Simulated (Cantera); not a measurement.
Thermodynamics of aluminium and copper etching, feed Cu + HF + H2

Input: 1 mol Cu, 1.4 mol HF, 1.4 mol H2, at 698 K and 0.00460 bar.

These are equilibrium values from Cantera (NASA tables, ideal gas, pure condensed phases), not measurements of a reactor. Candidate condensed phases: Cu, CuF2; 15 gas species. Rates play no part.

| Quantity | Value |
|---|---|
| x(HF) | 0.500 |
| x(H2) | 0.500 |
| n(Cu(s)) | 1.00 mol |
| gas amount | 2.800 mol |
| log10 activity of CuF2(s) (absent) | -11.85 |
